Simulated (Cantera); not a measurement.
Charge: 1 mol HgO, 4.8 mol H2, held at 26000 Pa.

Method: chemical equilibrium by Gibbs-energy minimisation in Cantera with the NASA 1993 tables (ideal gas, pure condensed phases). Candidate condensed phases: H2O, Hg, HgO; 10 gas species. Rates play no part.

Which condensed phases are stable at each of these points (T (°C)): 177, 277, 377, 477, 577, 677, 777, 877, 977, 1077, 1177, 1277?


```json
[
 {"T (°C)": "177", "condensed phases": "Hg(l)", "Hg condensed (%)": "80.0"},
 {"T (°C)": "277", "condensed phases": "gas only", "Hg condensed (%)": "0.0"},
 {"T (°C)": "377", "condensed phases": "gas only", "Hg condensed (%)": "0.0"},
 {"T (°C)": "477", "condensed phases": "gas only", "Hg condensed (%)": "0.0"},
 {"T (°C)": "577", "condensed phases": "gas only", "Hg condensed (%)": "0.0"},
 {"T (°C)": "677", "condensed phases": "gas only", "Hg condensed (%)": "0.0"},
 {"T (°C)": "777", "condensed phases": "gas only", "Hg condensed (%)": "0.0"},
 {"T (°C)": "877", "condensed phases": "gas only", "Hg condensed (%)": "0.0"},
 {"T (°C)": "977", "condensed phases": "gas only", "Hg condensed (%)": "0.0"},
 {"T (°C)": "1077", "condensed phases": "gas only", "Hg condensed (%)": "0.0"},
 {"T (°C)": "1177", "condensed phases": "gas only", "Hg condensed (%)": "0.0"},
 {"T (°C)": "1277", "condensed phases": "gas only", "Hg condensed (%)": "0.0"}
]
```

At 177 °C the condensed part is Hg(l). From 277 °C to 1277 °C nothing is condensed.
